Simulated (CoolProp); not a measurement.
CH3F (R41) at 298.15 K and 1.02 MPa is throttled through a valve to 0.214 MPa with no heat exchange. Each further row changes one setting.

Model: reference Helmholtz-energy equation of state, Lemmon 2006, in CoolProp. It is a short technical equation, of lower accuracy than the large ones.

| case | temperature change (K) | final density (kg/m³) |
|---|---|---|
| as stated | … | … |
| outlet pressure 0.0642 MPa | … | … |
| outlet pressure 0.278 MPa | … | … |

**Question.** Some entries are withheld; supply them.

**Answer.** 
- as stated, temperature change (K): -15.4
- as stated, final density (kg/m³): 3.17
- outlet pressure 0.0642 MPa, temperature change (K): -18.6
- outlet pressure 0.0642 MPa, final density (kg/m³): 0.946
- outlet pressure 0.278 MPa, temperature change (K): -14.1
- outlet pressure 0.278 MPa, final density (kg/m³): 4.12
